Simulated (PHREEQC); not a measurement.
0.017 g of hydrous ferric oxide (600 m²/g; 0.2 weak and 0.005 strong sites per Fe, Dzombak-Morel constants, diffuse double layer) in 1 kg of water with 0.1 mol/kgw of an inert sodium salt and 9.5e-07 mol/kgw BaCl2, at 25 °C; the pH is set by adding NaOH or the inert anion's acid. Oxygen is held at 0.21 atm. The system is closed to CO2. No solid was allowed to form.

Model: ion-association model, wateq4f.dat, run in PHREEQC.

Predict Ba sorbed (%) at pH = 5, 7.5, 10, 10.5.


```csv
pH,Ba sorbed (%)
5,0.0
7.5,0.8
10,86.6
10.5,94.3
```

Species that the database lacks are ignored. The oxide is taken as insoluble; below pH 4 it would dissolve.
